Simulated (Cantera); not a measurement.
Charge: 1 mol SiCl4, 0.72 mol O3, 43 mol N2, 1.5 mol N2O, equilibrated at 325 °C and 0.000460 bar.

Equilibrium computed with Cantera from the NASA thermochemical tables; the gas is ideal and each condensed phase is pure. Candidate condensed phases: Si, SiO2, Si2N2O, Si3N4; 23 gas species. Equilibrium is a limit: real reactors are often held back by kinetics, nucleation or transport.

Problem. What is the equilibrium state?

Solution. 
```
Property                              Value
--------------------------------  ---------
x(N2)                                 0.940
x(Cl2)                               0.0423
x(O2)                                0.0175
n(SiO2(α-quartz))                  1.00 mol
gas amount                        47.33 mol
log10 activity of Si(s) (absent)     -64.94
```
